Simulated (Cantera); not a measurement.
An adiabatic, constant-pressure homogeneous reactor starts with 15.2 % CH4, 17.9 % O2, 67.0 % N2, at 1000 K and 16.0 bar.

Cantera simulation using GRI-Mech 3.0 (53 species, 325 reactions); the numbers are that mechanism's predictions, not measurements. The pressure lies above the range GRI-Mech 3.0 was tuned for (to about 10 atm).

One state of this run: T (K) = 2310; x CH4 = 1.90e-9; x O2 = 5.88e-7; x CO = 0.108; x H2O2 = 2.17e-9; x OH = 0.000195; x NO = 2.34e-5; x HCN = 6.82e-7. x: mole fraction; the columns are a selection and need not sum to one.

Task: Which value of t (s) does it belong to?
A) 2.62e-5
B) 1.00
C) 7.00e-6
D) 0.00512

Result: B, 1.00
